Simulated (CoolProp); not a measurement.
Vapour-liquid equilibrium of R22 (1) + R134a (2) at 254.9 K; x and y are mole fractions of (1).

Model: multi-fluid Helmholtz-energy mixture model, Kamei 1995 and Tillner-Roth 1994; pair parameters Bell 2016, in CoolProp.

Problem. Give the bubble pressure and the first vapour's composition at x = 0.2, 0.5, 0.8. Is there an azeotrope?

Solution. x = 0.2: 172.7 kPa, y = 0.325; x = 0.5: 210.1 kPa, y = 0.637; x = 0.8: 242.4 kPa, y = 0.865. No azeotrope shows between x = 0.05 and 0.95.

The pair parameters rest on a limited set of measurements; away from them the model extrapolates.
